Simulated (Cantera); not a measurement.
A Cantera script and what it prints.

```python
import numpy as np
import cantera as ct

gas_names = """
    C CN CO CO2 C2 CCN CNC C2N2 C2O C3 C3O2 C4 C4N2 C5 Cu CuO Cu2 N NCO NO NO2 NO3 N2 N2O O O2 O3
""".split()
cond_names = """
    C(gr) Cu(cr) Cu(L) CuO(s) Cu2O(s) Cu2O(L)
""".split()


# ... load() reads the species with a 1 bar reference pressure and builds the phases ...
atoms = {
    'Cu2O': {'Cu': 2, 'O': 1},
    'CO': {'C': 1, 'O': 1},
    'N2': {'N': 2},
}
top_T = {'C(gr)': 4500, 'CuO(s)': 1390}  # K; cautious upper limits of use, not melting points


# ... equilibrate(T, P, feed) seeds the gas with the atoms and calls Mixture.equilibrate('TP', solver="vcs", rtol=1e-11, max_steps=5000) ...
results = []
feed = {'Cu2O': 1, 'CO': 2.7, 'N2': 0.24}  # mol
P = 2100  # Pa
for T in [1350, 1450, 1550, 1650, 1750, 1850, 1950, 2050, 2150, 2250, 2350, 2450]:
    mix = equilibrate(T, P, feed)
    results.append((T, P, feed, dict(zip(mix.species_names, mix.species_moles))))

top = {s: max(r[3][s] / sum(r[3][g] for g in gas_names) for r in results) for s in gas_names}
cols = sorted((s for s in top if top[s] > 0.001), key=lambda s: -top[s])[:5]
seen = [c for c in cond_names if any(r[3].get(c, 0) > 1e-12 for r in results)]
print("log10 of partial pressures in bar; condensed amounts in mol")
print(f"{'T/K':>10s}" + "".join(f"{s[:9]:>10s}" for s in cols + seen))
for T, P, feed, n in results:
    ng = sum(n[g] for g in gas_names)
    print(f"{T:10.4g}" + "".join(f"{np.log10(max(n[s] / ng * P / 1e5, 1e-99)):10.3f}" for s in cols)
          + "".join(f"{n.get(c, 0):10.4g}" for c in seen))
```

Output:

```
log10 of partial pressures in bar; condensed amounts in mol
       T/K        CO        Cu       CO2        N2        O2    Cu(cr)     Cu(L)
      1350    -1.916    -6.310    -2.146    -2.766   -13.254         2         0
      1450    -1.916    -5.464    -2.146    -2.766   -11.755         0         2
      1550    -1.916    -4.731    -2.147    -2.766   -10.452         0     1.997
      1650    -1.917    -4.090    -2.148    -2.768    -9.308         0     1.989
      1750    -1.922    -3.525    -2.152    -2.772    -8.297         0     1.957
      1850    -1.936    -3.022    -2.166    -2.786    -7.397         0      1.86
      1950    -1.975    -2.573    -2.206    -2.825    -6.591         0     1.568
      2050    -2.086    -2.169    -2.317    -2.936    -5.866         0    0.5828
      2150    -2.139    -2.073    -2.373    -2.991    -5.214         0         0
      2250    -2.137    -2.073    -2.380    -2.993    -4.633         0         0
      2350    -2.131    -2.075    -2.397    -2.996    -4.136         0         0
      2450    -2.116    -2.079    -2.438    -3.003    -3.746         0         0
```

Method: chemical equilibrium by Gibbs-energy minimisation in Cantera with the NASA 1993 tables (ideal gas, pure condensed phases).
